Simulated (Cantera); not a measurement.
An isothermal, constant-pressure homogeneous reactor starts with 33.4 % CH4, 16.4 % H2O, 50.2 % H2, at 1375 K and 2.00 bar.

Computed with Cantera and GRI-Mech 3.0 (53 species, 325 reactions). GRI-Mech 3.0 stops at C3 and has no aromatics, soot or wall deposition, so with more carbon than oxygen in the feed, carbon stays in small species such as C2H2 where larger ones or solid carbon would form.

x: mole fraction; the columns are a selection and need not sum to one.

```csv
t (s),x CH4,x H2O,x H2,x CH2,x O,x CH2O,x CH2CO
3.00e-5,0.334,0.164,0.502,<1e-12,<1e-12,<1e-12,<1e-12
7.98e-5,0.334,0.164,0.502,<1e-12,<1e-12,4.06e-12,<1e-12
0.000212,0.334,0.164,0.502,5.55e-12,<1e-12,6.73e-11,<1e-12
0.000564,0.334,0.164,0.502,1.46e-11,<1e-12,7.09e-10,<1e-12
0.00150,0.334,0.164,0.502,1.74e-11,<1e-12,3.78e-9,<1e-12
0.00399,0.334,0.164,0.502,1.98e-11,<1e-12,1.43e-8,<1e-12
0.0106,0.334,0.164,0.502,2.32e-11,<1e-12,3.49e-8,2.08e-11
0.0282,0.334,0.164,0.502,2.50e-11,<1e-12,4.47e-8,5.89e-10
0.0751,0.332,0.164,0.503,2.58e-11,<1e-12,4.55e-8,___
0.200,0.329,0.163,0.506,2.75e-11,<1e-12,4.61e-8,___
0.531,0.320,0.163,0.512,3.14e-11,<1e-12,4.70e-8,___
1.41,0.303,0.161,0.523,3.99e-11,<1e-12,4.89e-8,___
3.76,0.286,0.159,0.535,4.97e-11,<1e-12,5.08e-8,5.72e-7
10.0,0.282,0.157,0.539,5.16e-11,<1e-12,5.09e-8,6.07e-7
```

Question: Some entries are withheld; supply them.

Answer: 
- 0.0751, x CH2CO: 7.27e-9
- 0.200, x CH2CO: 4.32e-8
- 0.531, x CH2CO: 1.50e-7
- 1.41, x CH2CO: 3.60e-7
